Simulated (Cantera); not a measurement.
Input: 1 mol TiCl4, 0.28 mol C3H8, 200 mol H2, 0.23 mol CH4, equilibrated at 50.0 mbar.

These are equilibrium values from Cantera (NASA tables, ideal gas, pure condensed phases), not measurements of a reactor. Candidate condensed phases: C, C6H6, C7H8, C8H18, Ti, TiC, TiCl2, TiCl3, TiCl4; 96 gas species. TiC: taken at fixed stoichiometry. Rates play no part.

x: gas mole fraction; n: condensed amount in mol.

```json
[
 {"T (°C)": "850", "x H2": "0.980", "x H": "1.89e-7", "x HCl": "0.0196", "x Cl": "3.35e-9", "x CH4": "0.000366", "x C2H2 (acetylene)": "1.46e-9", "n TiC(s)": "0.995", "n C(graphite)": "0"},
 {"T (°C)": "950", "x H2": "0.980", "x H": "1.33e-6", "x HCl": "0.0196", "x Cl": "2.30e-8", "x CH4": "0.000348", "x C2H2 (acetylene)": "4.55e-8", "n TiC(s)": "0.999", "n C(graphite)": "0"},
 {"T (°C)": "1050", "x H2": "0.980", "x H": "7.02e-6", "x HCl": "0.0197", "x Cl": "1.18e-7", "x CH4": "0.000326", "x C2H2 (acetylene)": "8.09e-7", "n TiC(s)": "1.000", "n C(graphite)": "0.00347"},
 {"T (°C)": "1150", "x H2": "0.980", "x H": "2.94e-5", "x HCl": "0.0196", "x Cl": "4.83e-7", "x CH4": "0.000183", "x C2H2 (acetylene)": "3.36e-6", "n TiC(s)": "1.000", "n C(graphite)": "0.0315"},
 {"T (°C)": "1250", "x H2": "0.980", "x H": "0.000102", "x HCl": "0.0196", "x Cl": "1.65e-6", "x CH4": "0.000111", "x C2H2 (acetylene)": "1.16e-5", "n TiC(s)": "1.000", "n C(graphite)": "0.0428"},
 {"T (°C)": "1350", "x H2": "0.980", "x H": "[?]", "x HCl": "0.0196", "x Cl": "[?]", "x CH4": "[?]", "x C2H2 (acetylene)": "[?]", "n TiC(s)": "1.000", "n C(graphite)": "0.0416"},
 {"T (°C)": "1450", "x H2": "0.979", "x H": "0.000807", "x HCl": "0.0196", "x Cl": "1.25e-5", "x CH4": "4.83e-5", "x C2H2 (acetylene)": "8.86e-5", "n TiC(s)": "1.000", "n C(graphite)": "0.0240"},
 {"T (°C)": "1550", "x H2": "0.978", "x H": "0.00192", "x HCl": "0.0196", "x Cl": "2.93e-5", "x CH4": "2.97e-5", "x C2H2 (acetylene)": "0.000157", "n TiC(s)": "1.000", "n C(graphite)": "0"},
 {"T (°C)": "1650", "x H2": "0.976", "x H": "[?]", "x HCl": "0.0195", "x Cl": "[?]", "x CH4": "[?]", "x C2H2 (acetylene)": "0.000164", "n TiC(s)": "1.000", "n C(graphite)": "0"},
 {"T (°C)": "1750", "x H2": "0.972", "x H": "0.00837", "x HCl": "0.0194", "x Cl": "0.000124", "x CH4": "8.30e-6", "x C2H2 (acetylene)": "0.000168", "n TiC(s)": "0.999", "n C(graphite)": "0"},
 {"T (°C)": "1850", "x H2": "0.965", "x H": "0.0158", "x HCl": "0.0192", "x Cl": "0.000231", "x CH4": "4.76e-6", "x C2H2 (acetylene)": "0.000171", "n TiC(s)": "0.998", "n C(graphite)": "0"},
 {"T (°C)": "1950", "x H2": "0.952", "x H": "0.0280", "x HCl": "0.0189", "x Cl": "0.000404", "x CH4": "2.87e-6", "x C2H2 (acetylene)": "0.000177", "n TiC(s)": "0.996", "n C(graphite)": "0"}
]
```

Problem. Some entries are withheld; supply them.

Solution. 
- 1350, x H: 0.000306
- 1350, x Cl: 4.83e-6
- 1350, x CH4: 7.12e-5
- 1350, x C2H2 (acetylene): 3.41e-5
- 1650, x H: 0.00416
- 1650, x Cl: 6.27e-5
- 1650, x CH4: 1.53e-5
